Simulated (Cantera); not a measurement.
A Cantera script and what it prints.

```python
import numpy as np
import cantera as ct

gas_names = """
    H HO2 H2 H2O H2O2 O OH O2 O3 Zr ZrO ZrO2
""".split()
cond_names = """
    H2O(s) H2O(L) Zr(a) Zr(b) Zr(L) ZrO2(a) ZrO2(b) ZrO2(L)
""".split()


# ... load() reads the species with a 1 bar reference pressure and builds the phases ...
atoms = {
    'Zr': {'Zr': 1},
    'O2': {'O': 2},
    'H2': {'H': 2},
}
top_T = {}  # K; cautious upper limits of use, not melting points


# ... equilibrate(T, P, feed) seeds the gas with the atoms and calls Mixture.equilibrate('TP', solver="vcs", rtol=1e-11, max_steps=5000) ...
results = []
feed = {'Zr': 1, 'O2': 0.11, 'H2': 12}  # mol
T = 2800  # K
P = 1.6  # Pa
mix = equilibrate(T, P, feed)
results.append((T, P, feed, dict(zip(mix.species_names, mix.species_moles))))
x = sorted(zip(gas.X, gas.species_names), reverse=True)
print(f"T = {T:g} K  P = {P:g} Pa  gas = {mix.phase_moles(0):.4g} mol")
print("   x: " + "  ".join(f"{s} {v:.3e}" for v, s in x if v > 0.0001))
print("   condensed (mol): " + ("  ".join(f"{mix.phase(i).name} {mix.phase_moles(i):.4g}"
      for i in range(1, mix.n_phases) if mix.phase_moles(i) > 1e-12) or "none"))
```

Result:

```
T = 2800 K  P = 1.6 Pa  gas = 24.95 mol
   x: H 9.576e-01  Zr 3.139e-02  ZrO 8.688e-03  H2 2.192e-03  O 1.273e-04
   condensed (mol): none
```

Cantera equilibrium calculation (NASA polynomials, part measured and part estimated; ideal gas, pure solids and liquids).
